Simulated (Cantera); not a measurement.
Feed: 1 mol Si₂H₆, a varied amount of O₂, 0.64 mol H₂, at 1000 °C and 14.0 Pa.

Cantera equilibrium calculation (NASA polynomials, part measured and part estimated; ideal gas, pure solids and liquids). Candidate condensed phases: H₂O, Si, SiO₂; 18 gas species. The feed counts by its element totals alone. Mutual solubility and eutectic melting of coexisting phases are not modelled. The tables hold silica as quartz up to 1696 K and as liquid above; real silica turns to tridymite and cristobalite and melts near 1996 K. Rates play no part.

Question: At 0.4 mol O₂, list the 3 most abundant gas species with their mole fractions, and the condensed phases.

Answer: H₂ 0.972, SiO 0.0277, H 5.94e-5. Condensed: Si(s) + SiO₂(β-quartz).
